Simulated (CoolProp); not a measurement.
Vapour-liquid equilibrium of propylene (1) + R134a (2) at -70.15 °C; x and y are mole fractions of (1).

Values from CoolProp's multi-fluid Helmholtz-energy mixture model, Lemmon 2013 and Tillner-Roth 1994; pair parameters Bell 2016.

### Question
Give the bubble pressure and the first vapour's composition at x = 0.35, 0.725, 0.875. Is there an azeotrope?

### Answer
x = 0.35: 29.46 kPa, y = 0.788; x = 0.725: 31.98 kPa, y = 0.833; x = 0.875: 32.57 kPa, y = 0.884. y crosses x between x = 0.875 and 0.95: the model has an azeotrope there.

The pair parameters rest on a limited set of measurements; away from them the model extrapolates. With so large a gap from Raoult's law the liquid may split in two, which this calculation doesn't test in full.
